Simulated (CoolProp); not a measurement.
Vapour-liquid equilibrium of diethyl ether (1) + ethanol (2) at 147.85 °C; x and y are mole fractions of (1).

Model: multi-fluid Helmholtz-energy mixture model, Thol 2014 and Schroeder 2014; pair parameters Bell 2016, in CoolProp.

| x | bubble pressure, mixture model (kPa) | bubble pressure, Raoult's law (kPa) | y, mixture model | y, Raoult's law |
|---|---|---|---|---|
| 0.05 | 1016 | 969.3 | 0.117 | 0.089 |
| 0.2 | 1237 | 1087 | 0.356 | 0.316 |
| 0.35 | 1404 | 1205 | 0.506 | 0.498 |
| 0.5 | 1529 | 1323 | 0.618 | 0.649 |
| 0.65 | 1622 | 1441 | 0.719 | 0.774 |
| 0.8 | 1687 | 1559 | 0.825 | 0.881 |
| 0.95 | 1717 | 1677 | 0.951 | 0.972 |

The largest gap from Raoult's law is +16.5 % in bubble pressure, at x = 0.35. No azeotrope shows between x = 0.05 and 0.95.

Pair parameters are fitted to limited data, so mixtures are less certain than the pure fluids.
